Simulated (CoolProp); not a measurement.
Methanol along the isobar 6.76 MPa: density (kg/m³) from the reference equation and from simpler models built on Tc = 513.4 K, pc = 8.216 MPa, ω = 0.565; each cubic takes its own stable root.

Values from CoolProp's reference Helmholtz-energy equation of state, de Reuck 1993.

| T (K) | phase | reference |
|---|---|---|
| 438.6 | liquid | 636.4 |
| 449.2 | liquid | 618.2 |
| 459.8 | liquid | 597.8 |
| 470.4 | liquid | 574.2 |
| 481 | liquid | 545.7 |
| 491.6 | liquid | 508.1 |
| 512.8 | gas | 88.15 |
| 523.4 | gas | 76.85 |
| 534 | gas | 70.05 |
| 544.6 | gas | 65.27 |
| 555.2 | gas | 61.62 |
| 565.8 | gas | 58.68 |

Question: How far does each simpler model (van der Waals, Redlich-Kwong, Soave-Redlich-Kwong) lie from the reference over these 12 states: mean and median of the absolute difference, and the worst?

Answer: 
- van der Waals: mean 30.5 %, median 31.9 %, worst -81.5 % at 491.6 K and 6.76 MPa
- Redlich-Kwong: mean 19.5 %, median 20.2 %, worst -39.4 % at 491.6 K and 6.76 MPa
- Soave-Redlich-Kwong: mean 16.1 %, median 16.9 %, worst -32.9 % at 491.6 K and 6.76 MPa

At some of these states van der Waals gives the other phase, because its saturation line lies elsewhere.
